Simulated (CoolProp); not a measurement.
Vapour-liquid equilibrium of n-butane (1) + trans-2-butene (2) at 0.0622 MPa; x and y are mole fractions of (1).

Model: multi-fluid Helmholtz-energy mixture model, Bücker 2006 and Lemmon 2005; pair parameters Bell 2016, in CoolProp.

| x | bubble temperature (K) | y at the bubble point | dew temperature at overall composition x (K) | liquid density (mol/L) |
|---|---|---|---|---|
| 0.05 | 261.7 | 0.057 | 261.7 | 11.36 |
| 0.2 | 261.3 | 0.217 | 261.3 | 11.23 |
| 0.35 | 260.9 | 0.367 | 261.0 | 11.10 |
| 0.5 | 260.7 | 0.512 | 260.7 | 10.97 |
| 0.65 | 260.6 | 0.657 | 260.6 | 10.85 |
| 0.8 | 260.5 | 0.802 | 260.5 | 10.73 |
| 0.95 | 260.5 | 0.950 | 260.5 | 10.61 |

No azeotrope shows between x = 0.05 and 0.95.

The pair parameters rest on a limited set of measurements; away from them the model extrapolates.
